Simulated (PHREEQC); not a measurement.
**Silver or lead bath: speciation**

Consider water at 25 °C with 58 mmol/kgw Pb(NO3)2, 53 mmol/kgw KNO3 and 0.32 mmol/kgw Zn(NO3)2. Closed to the air; pH follows from the charge balance.

Model: ion-association model, wateq4f.dat, run in PHREEQC.

Precipitation was switched off in this run.

Task: Estimate the pH, ionic strength.

Result: pH 4.55; ionic strength 0.182 mol/kgw.

Task: In which forms is Pb present?

Result: Pb+2 61 %, PbNO3+ 39 % of the Pb.
